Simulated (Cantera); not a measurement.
Cantera run, input and output.

```python
import numpy as np
import cantera as ct

surf = ct.Interface("diamond.yaml", "diamond_100")
gas, bulk = surf.adjacent["gas"], surf.adjacent["diamond"]
k = surf.kinetics_species_index(bulk.species_names[0])
cover = ["c6HH", "c6H*", "c6*H", "c6**", "c6HM", "c6B"]

rows, drift = [], 0.0
print(f"{'T':>10s}{'um/h':>11s}" + "".join(f"{s:>11s}" for s in cover))
for v in [925, 1000, 1075, 1150, 1225, 1300, 1375]:
    T, P, xH, xCH3 = v, 12000, 0.0067, 1.8e-05
    gas.TPX = T, P, {"H": xH, "CH3": xCH3, "CH4": 0.0086, "H2": 1 - xH - xCH3 - 0.0086}
    surf.TP = bulk.TP = T, P
    surf.coverages = "c6H*:0.1, c6HH:0.9"
    surf.advance_coverages(100.0)
    before = surf.coverages
    surf.advance_coverages(100.0)
    drift = max(drift, np.max(np.abs(surf.coverages - before) / (surf.coverages + 1e-9)))
    rate = surf.net_production_rates[k] * bulk.mean_molecular_weight / bulk.density * 3.6e9
    rows.append([rate, *surf[cover].coverages])
    print(f"{v:10.4g}{rate:11.4e}" + "".join(f"{x:11.3e}" for x in rows[-1][1:]))
```

Result:

```
         T       um/h       c6HH       c6H*       c6*H       c6**       c6HM        c6B
       925 7.8203e-01  6.659e-01  1.235e-02  3.137e-01  5.455e-03  2.021e-03  2.122e-09
      1000 1.1307e+00  5.959e-01  1.844e-02  3.740e-01  9.721e-03  1.446e-03  3.068e-09
      1075 1.4623e+00  5.316e-01  2.549e-02  4.256e-01  1.575e-02  1.015e-03  3.968e-09
      1150 1.5483e+00  4.746e-01  3.317e-02  4.677e-01  2.359e-02  6.209e-04  4.201e-09
      1225 1.1893e+00  4.252e-01  4.117e-02  5.001e-01  3.311e-02  2.758e-04  3.227e-09
      1300 7.7330e-01  3.831e-01  4.918e-02  5.236e-01  4.395e-02  8.841e-05  2.098e-09
      1375 6.0995e-01  3.478e-01  5.699e-02  5.395e-01  5.563e-02  2.467e-05  1.655e-09
```

Detailed kinetics in Cantera: the Harris–Goodwin 1993 mechanism for the reconstructed diamond (100) surface.
